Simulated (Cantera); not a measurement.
What does this Cantera script print?

```python
import numpy as np
import cantera as ct

gas_names = """
    H HNO HNO2 HNO3 HO2 H2 H2O H2O2 N NH NH2 NH3 NH2OH NO NO2 NO3 N2 N2H2 N2H4 N2O O OH O2 O3 Zr ZrN ZrO
    ZrO2
""".split()
cond_names = """
    H2O(s) H2O(L) Zr(a) Zr(b) Zr(L) ZrN(s) ZrN(L) ZrO2(a) ZrO2(b) ZrO2(L)
""".split()


# ... load() reads the species with a 1 bar reference pressure and builds the phases ...
atoms = {
    'ZrO2': {'Zr': 1, 'O': 2},
    'H2': {'H': 2},
    'N2': {'N': 2},
}
top_T = {}  # K; cautious upper limits of use, not melting points


# ... equilibrate(T, P, feed) seeds the gas with the atoms and calls Mixture.equilibrate('TP', solver="vcs", rtol=1e-11, max_steps=5000) ...
results = []
feed = {'ZrO2': 1, 'H2': 0.8, 'N2': 1.5}  # mol
P = 1800  # Pa
for T in [1275, 1375, 1475, 1575, 1675, 1775, 1875, 1975, 2075]:
    mix = equilibrate(T, P, feed)
    results.append((T, P, feed, dict(zip(mix.species_names, mix.species_moles))))

top = {s: max(r[3][s] / sum(r[3][g] for g in gas_names) for r in results) for s in gas_names}
cols = sorted((s for s in top if top[s] > 0.0001), key=lambda s: -top[s])[:8]
seen = [c for c in cond_names if any(r[3].get(c, 0) > 1e-12 for r in results)]
print("log10 of partial pressures in bar; condensed amounts in mol")
print(f"{'T/K':>10s}" + "".join(f"{s[:9]:>10s}" for s in cols + seen))
for T, P, feed, n in results:
    ng = sum(n[g] for g in gas_names)
    print(f"{T:10.4g}" + "".join(f"{np.log10(max(n[s] / ng * P / 1e5, 1e-99)):10.3f}" for s in cols)
          + "".join(f"{n.get(c, 0):10.4g}" for c in seen))
```

Output:

```
log10 of partial pressures in bar; condensed amounts in mol
       T/K        N2        H2         H    ZrN(s)   ZrO2(a)   ZrO2(b)
      1275    -1.930    -2.203    -7.234 7.374e-07         1         0
      1375    -1.930    -2.203    -6.567 1.616e-06         1         0
      1475    -1.930    -2.203    -5.989 3.172e-06         1         0
      1575    -1.930    -2.204    -5.483 5.618e-06         0         1
      1675    -1.930    -2.204    -5.037 9.279e-06         0         1
      1775    -1.931    -2.204    -4.641 1.447e-05         0         1
      1875    -1.931    -2.206    -4.286 2.148e-05         0         1
      1975    -1.932    -2.208    -3.968 3.057e-05         0         1
      2075    -1.933    -2.213    -3.681 4.176e-05         0         1
```

Method: chemical equilibrium by Gibbs-energy minimisation in Cantera with the NASA 1993 tables (ideal gas, pure condensed phases).
